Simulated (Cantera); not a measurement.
## Thermodynamics of chlorosilane synthesis and conversion, feed SiCl4 + HCl + H2

Input: 1 mol SiCl4, 2.4 mol HCl, 0.24 mol H2, held at 1550 K and 3.10 bar.

These are equilibrium values from Cantera (NASA tables, ideal gas, pure condensed phases), not measurements of a reactor. Candidate condensed phases: Si; 19 gas species. The tables' values for SiCl3 are old estimates; treat these amounts as uncertain. Rates play no part.

```yaml
x(HCl): 0.670
x(SiCl4): 0.259
x(H2): 0.0566
x(SiCl3): 0.0103
x(SiHCl3): 0.00269
x(SiCl2): 0.00113
x(Cl): 4.02e-5
x(SiH2Cl2): 4.55e-6
x(H): 4.25e-6
gas_amount: 3.663 mol
log10 activity of Si(s) (absent): -4.37
```
